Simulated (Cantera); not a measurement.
A closed system holds: 1 mol CuO, 0.69 mol CH4, 7.1 mol N2, equilibrated at 2548 K.

Equilibrium computed with Cantera from the NASA thermochemical tables; the gas is ideal and each condensed phase is pure. Candidate condensed phases: C, C6H6, C7H8, C8H18, Cu, CuO, Cu(OH)2, Cu2O, H2O; 139 gas species. Rates play no part.

log p: log10 of the partial pressure in bar; n: condensed amount in mol.

```json
[
 {"P (Pa)": "10", "log p N2": "-4.22", "log p H": "-4.65", "log p H2": "-6.28", "log p Cu": "-5.07", "log p CO": "-5.23", "log p H2O": "-8.04", "log p O": "-5.62", "n Cu(l)": "0"},
 {"P (Pa)": "100", "log p N2": "-3.20", "log p H": "-3.77", "log p H2": "-4.52", "log p Cu": "-4.06", "log p CO": "-4.22", "log p H2O": "-5.46", "log p O": "-4.81", "n Cu(l)": "0"},
 {"P (Pa)": "1000", "log p N2": "-2.18", "log p H": "-3.09", "log p H2": "-3.16", "log p Cu": "-3.03", "log p CO": "-3.21", "log p H2O": "-3.77", "log p O": "-4.47", "n Cu(l)": "0"},
 {"P (Pa)": "10000", "log p N2": "[?]", "log p H": "[?]", "log p H2": "[?]", "log p Cu": "[?]", "log p CO": "[?]", "log p H2O": "[?]", "log p O": "-4.44", "n Cu(l)": "0"},
 {"P (Pa)": "100000", "log p N2": "[?]", "log p H": "[?]", "log p H2": "[?]", "log p Cu": "[?]", "log p CO": "[?]", "log p H2O": "[?]", "log p O": "-4.45", "n Cu(l)": "0"},
 {"P (Pa)": "1000000", "log p N2": "0.88", "log p H": "-1.48", "log p H2": "0.06", "log p Cu": "-0.64", "log p CO": "-0.15", "log p H2O": "-0.53", "log p O": "-4.45", "n Cu(l)": "0.780"}
]
```

Q: What belongs in the gaps?

A: 
- 10000, log p N2: -1.16
- 10000, log p H: -2.53
- 10000, log p H2: -2.03
- 10000, log p Cu: -2.02
- 10000, log p CO: -2.19
- 10000, log p H2O: -2.61
- 100000, log p N2: -0.16
- 100000, log p H: -2.00
- 100000, log p H2: -0.99
- 100000, log p Cu: -1.02
- 100000, log p CO: -1.19
- 100000, log p H2O: -1.57
